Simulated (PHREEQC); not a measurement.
Sulfide liquor: speciation

Consider water at 25 °C with 0.056 mol Na2S, 0.23 mol NaCl and 5.7e-05 mol MnCl2 per kg of water. Closed to the air; pH follows from the charge balance.

Equilibrium calculation in PHREEQC: ion-association model, wateq4f.dat.

```json
{
  "pH": "12.34",
  "ionic_strength": "0.365 mol/kgw",
  "activity_of_water": "0.989",
  "total_alkalinity": "112 meq/kg"
}
```

| species | molality | activity | log γ |
|---|---|---|---|
| Na+ | 0.342 | 0.245 | -0.144 |
| Cl- | 0.230 | 0.153 | -0.176 |
| HS- | 0.0327 | 0.0215 | -0.182 |
| OH- | 0.0325 | 0.0214 | -0.182 |
| S-2 | 0.0233 | 0.00561 | -0.619 |
| Mn(OH)3- | 4.14e-5 | 2.90e-5 | -0.155 |
| MnOH+ | 1.47e-5 | 1.03e-5 | -0.155 |
| Mn+2 | 6.85e-7 | 1.87e-7 | -0.563 |
| MnCl+ | 1.67e-7 | 1.17e-7 | -0.155 |

No solid was allowed to form. Examples of supersaturated solids here: Pyrochroite, MnS(Green). Others may be too. Species that the database lacks are ignored. With this much S-2 the pH rests on the database's HS-/S-2 constant; if that pK is higher, the solution is more alkaline. The database's pK near 12.9 for HS-/S-2 is now thought far too low, so its S-2 is overstated. The polysulfide entries of wateq4f.dat were taken out for this run.
